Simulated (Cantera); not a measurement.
Premixed flame

A freely propagating, adiabatic, planar premixed flame of CH₃OH : O₂ : N₂ = 1 : 1.7 : 8.42 (molar parts), equivalence ratio 0.88, unburnt at 423 K and 120 Torr; mixture-averaged transport, grid criteria slope 0.08 and curve 0.16, no radiation.

Model: GRI-Mech 3.0 (53 species, 325 reactions), integrated in Cantera. GRI-Mech 3.0 was tuned for natural gas; its chemistry of methanol as a main component is partial and can be far from experiment. Burning velocities carry a grid error of a few per cent, more on coarse grids.

```csv
z (mm),T (K),u (m/s),x CH₃OH,x O₂,x HCO,x C₂H₆,x NO,x CH₄
-6.77,423,0.549,0.0898,0.153,<1e-8,<1e-8,<1e-8,1.32e-8
-4.51,426,0.553,0.0896,0.152,<1e-8,<1e-8,<1e-8,1.35e-7
-3.38,436,0.568,0.0891,0.151,<1e-8,<1e-8,<1e-8,6.25e-7
-2.26,501,0.658,0.0858,0.146,<1e-8,<1e-8,<1e-8,3.55e-6
-1.13,818,1.10,0.0642,0.121,1.39e-8,3.91e-8,4.89e-8,1.78e-5
-0.564,1146,1.57,0.0355,0.0933,5.66e-6,9.67e-8,1.98e-7,3.33e-5
0,1492,2.09,0.00456,0.0623,0.000127,1.12e-7,5.04e-7,4.04e-5
0.564,1590,2.23,2.94e-5,0.0449,8.19e-6,<1e-8,8.11e-7,8.53e-6
1.13,1616,2.26,4.44e-8,0.0367,6.12e-8,<1e-8,1.13e-6,6.13e-7
2.26,1651,2.30,<1e-8,0.0313,1.30e-8,<1e-8,1.76e-6,<1e-8
4.51,1696,2.35,<1e-8,0.0285,<1e-8,<1e-8,2.87e-6,<1e-8
9.02,1752,2.42,<1e-8,0.0265,<1e-8,<1e-8,4.58e-6,<1e-8
18.0,1815,2.49,<1e-8,0.0243,<1e-8,<1e-8,7.05e-6,<1e-8
```
x: mole fraction of selected species; z is measured from the peak of heat release.

* **laminar burning velocity**: 54.8 cm/s
* **thermal thickness**: 2.26 mm
* **peak x(HCO)**: 0.000127
* **peak x(C₂H₆)**: 1.38e-7
* **peak x(CH₄)**: 4.32e-5
* **grid points**: 129
